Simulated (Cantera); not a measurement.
Feed: 1 mol Si(CH₃)₄, 1.4 mol HCl, 190 mol H₂, 2.9 mol CH₄, equilibrated at 3000 Pa.

Method: chemical equilibrium by Gibbs-energy minimisation in Cantera with the NASA 1993 tables (ideal gas, pure condensed phases). Candidate condensed phases: C, C₆H₆, C₇H₈, C₈H₁₈, Si, SiC; 109 gas species. The tables' values for SiCl are old estimates; treat these amounts as uncertain. Gases not in the tables: Si₂H₆ and higher silanes. Equilibrium is a limit: real reactors are often held back by kinetics, nucleation or transport.

log p: log10 of the partial pressure in bar; n: condensed amount in mol.

```json
[
 {"T (K)": "1100", "log p H₂": "-1.53", "log p H": "-8.35", "log p C₂H₂ (acetylene)": "-9.40", "log p HCl": "-3.68", "n C(graphite)": "5.68", "n SiC(s)": "1.000"},
 {"T (K)": "1250", "log p H₂": "-1.53", "log p H": "___", "log p C₂H₂ (acetylene)": "___", "log p HCl": "-3.68", "n C(graphite)": "5.83", "n SiC(s)": "1.000"},
 {"T (K)": "1400", "log p H₂": "-1.53", "log p H": "-6.08", "log p C₂H₂ (acetylene)": "-7.12", "log p HCl": "-3.68", "n C(graphite)": "5.87", "n SiC(s)": "1.000"},
 {"T (K)": "1550", "log p H₂": "-1.53", "log p H": "-5.26", "log p C₂H₂ (acetylene)": "-6.32", "log p HCl": "-3.68", "n C(graphite)": "5.88", "n SiC(s)": "1.000"},
 {"T (K)": "1700", "log p H₂": "-1.53", "log p H": "-4.59", "log p C₂H₂ (acetylene)": "-5.66", "log p HCl": "-3.69", "n C(graphite)": "5.86", "n SiC(s)": "0.999"},
 {"T (K)": "1850", "log p H₂": "-1.53", "log p H": "___", "log p C₂H₂ (acetylene)": "___", "log p HCl": "-3.69", "n C(graphite)": "5.79", "n SiC(s)": "0.997"},
 {"T (K)": "2000", "log p H₂": "-1.53", "log p H": "-3.55", "log p C₂H₂ (acetylene)": "-4.64", "log p HCl": "-3.69", "n C(graphite)": "5.61", "n SiC(s)": "0.977"},
 {"T (K)": "2150", "log p H₂": "-1.54", "log p H": "-3.14", "log p C₂H₂ (acetylene)": "-4.25", "log p HCl": "-3.70", "n C(graphite)": "5.28", "n SiC(s)": "0.813"},
 {"T (K)": "2300", "log p H₂": "-1.55", "log p H": "-2.79", "log p C₂H₂ (acetylene)": "-3.92", "log p HCl": "-3.72", "n C(graphite)": "4.95", "n SiC(s)": "0"},
 {"T (K)": "2450", "log p H₂": "-1.58", "log p H": "-2.49", "log p C₂H₂ (acetylene)": "-3.64", "log p HCl": "-3.75", "n C(graphite)": "3.20", "n SiC(s)": "0"},
 {"T (K)": "2600", "log p H₂": "-1.63", "log p H": "-2.23", "log p C₂H₂ (acetylene)": "-3.42", "log p HCl": "-3.80", "n C(graphite)": "0.397", "n SiC(s)": "0"}
]
```

Some entries are withheld; supply them.


- 1250, log p H: -7.08
- 1250, log p C₂H₂ (acetylene): -8.12
- 1850, log p H: -4.03
- 1850, log p C₂H₂ (acetylene): -5.11
